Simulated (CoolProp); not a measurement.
Properties of chlorine at several states.

The numbers come from the reference Helmholtz-energy equation of state, Thol 2021 in CoolProp.

| T (K) | p (bar) | phase | Z | cv (kJ/(kg K)) | Joule-Thomson coefficient (K/MPa) | isothermal compressibility (1/MPa) | expansivity (1/kK) | fugacity coefficient |
|---|---|---|---|---|---|---|---|---|
| 301 | 200 | liquid | 0.3948 | 0.4862 | -0.3264 | 0.001606 | 1.861 | ___ |
| 313.7 | 2 | gas | 0.9787 | 0.3727 | 26.21 | 5.111 | 3.421 | 0.9791 |
| 196.2 | 2.06 | liquid | ___ | 0.5210 | -0.4351 | ___ | 1.594 | 0.04594 |

Problem. What belongs in the gaps?

Solution. 
- 301, fugacity coefficient: 0.05534
- 196.2, Z: 0.005329
- 196.2, isothermal compressibility (1/MPa): 0.0007079
